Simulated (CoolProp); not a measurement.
C2F6 (R116) along the isobar 0.424 MPa: density (kg/m³) from the reference equation and from simpler models built on Tc = 293.0 K, pc = 3.048 MPa, ω = 0.257; each cubic takes its own stable root.

Computed with CoolProp (reference Helmholtz-energy equation of state, Lemmon 2006). It is a short technical equation, of lower accuracy than the large ones.

| T (K) | phase | reference |
|---|---|---|
| 270.8 | gas | 27.76 |
| 277.1 | gas | 26.98 |
| 283.5 | gas | 26.24 |
| 289.8 | gas | 25.56 |
| 296.2 | gas | 24.91 |
| 302.5 | gas | 24.31 |
| 308.9 | gas | 23.73 |
| 315.2 | gas | 23.18 |
| 321.6 | gas | 22.66 |
| 327.9 | gas | 22.17 |
| 334.3 | gas | 21.70 |
| 340.6 | gas | 21.25 |
| 347 | gas | 20.82 |
| 353.3 | gas | 20.42 |
| 359.7 | gas | 20.02 |

Problem. How far does each simpler model (ideal gas, van der Waals, Redlich-Kwong, Soave-Redlich-Kwong, Peng-Robinson) lie from the reference over these 15 states: mean and median of the absolute difference, and the worst?

Solution. 
- ideal gas: mean 3.9 %, median 3.7 %, worst -6.4 % at 270.8 K and 0.424 MPa
- van der Waals: mean 0.4 %, median 0.2 %, worst -1.2 % at 270.8 K and 0.424 MPa
- Redlich-Kwong: mean 0.2 %, median 0.3 %, worst +0.3 % at 359.7 K and 0.424 MPa
- Soave-Redlich-Kwong: mean 0.1 %, median 0.1 %, worst +0.1 % at 289.8 K and 0.424 MPa
- Peng-Robinson: mean 0.6 %, median 0.6 %, worst +0.7 % at 277.1 K and 0.424 MPa
